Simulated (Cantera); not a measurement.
Feed: 1 mol SiO2, 2.1 mol MgO, 0.36 mol O2, held at 2500 K and 1.00 bar.

Equilibrium computed with Cantera from the NASA thermochemical tables; the gas is ideal and each condensed phase is pure. Candidate condensed phases: Mg, MgO, MgSiO3, Mg2SiO4, Si, SiO2; 11 gas species. Mutual solubility and eutectic melting of coexisting phases are not modelled. Condensed phases not in the tables: alloys, solid solutions and most ternary compounds. Rates play no part.

Q: What is the equilibrium state?

A: x(O2): 0.986
x(O): 0.0144
x(MgO): 5.21e-5
x(Mg): 2.64e-5
x(SiO2): 8.73e-6
x(SiO): 7.56e-6
n(MgO(s)): 0.1000 mol
n(Mg2SiO4(l)): 1.000 mol
gas amount: 0.3626 mol
log10 activity of Mg(l) (absent): -6.70
log10 activity of Si(l) (absent): -10.95
